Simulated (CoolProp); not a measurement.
Ammonia at 298.15 K and 2.82 MPa flows at 0.18 m/s in a round tube of 10 mm bore and 15 µm roughness, fully developed (64/Re and Nu = 3.66 if laminar; Colebrook and Gnielinski if turbulent). Each further row changes one setting.

The numbers come from the reference Helmholtz-energy equation of state, Gao 2020 in CoolProp.

```json
[
 {"case": "as stated", "Reynolds number": "8160", "Darcy friction factor": "[?]", "pressure drop (Pa/m)": "[?]", "heat-transfer coefficient (W/(m² K))": "[?]", "mass flow (kg/h)": "[?]"},
 {"case": "velocity 0.36 m/s", "Reynolds number": "16300", "Darcy friction factor": "0.0300", "pressure drop (Pa/m)": "[?]", "heat-transfer coefficient (W/(m² K))": "3180", "mass flow (kg/h)": "[?]"},
 {"case": "diameter 20 mm", "Reynolds number": "16300", "Darcy friction factor": "[?]", "pressure drop (Pa/m)": "14.0", "heat-transfer coefficient (W/(m² K))": "1520", "mass flow (kg/h)": "123"}
]
```

Problem. Complete the blanks.

Solution. 
- as stated, Darcy friction factor: 0.0346
- as stated, pressure drop (Pa/m): 33.9
- as stated, heat-transfer coefficient (W/(m² K)): 1700
- as stated, mass flow (kg/h): 30.8
- velocity 0.36 m/s, pressure drop (Pa/m): 117
- velocity 0.36 m/s, mass flow (kg/h): 61.5
- diameter 20 mm, Darcy friction factor: 0.0286

Viscosity comes from a separate model (Fenghour 1995). Thermal conductivity comes from a separate model (Tufeu 1984).
